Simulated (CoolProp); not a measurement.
The numbers come from the reference Helmholtz-energy equation of state, Lemmon 2006 in CoolProp. It is a short technical equation, of lower accuracy than the large ones.

Problem. Give the vapour pressure (MPa), enthalpy of vaporisation (kJ/kg), surface tension (mN/m) of saturated C3F8 (R218) at 181.8, 197.2 K.

Solution. 
| T (K) | p (MPa) | enthalpy of vaporisation (kJ/kg) | surface tension (mN/m) |
|---|---|---|---|
| 181.8 | 0.00344 | 123 | 17.3 |
| 197.2 | 0.0112 | 118 | 15.3 |

Surface tension comes from a separate correlation (Mulero 2012).
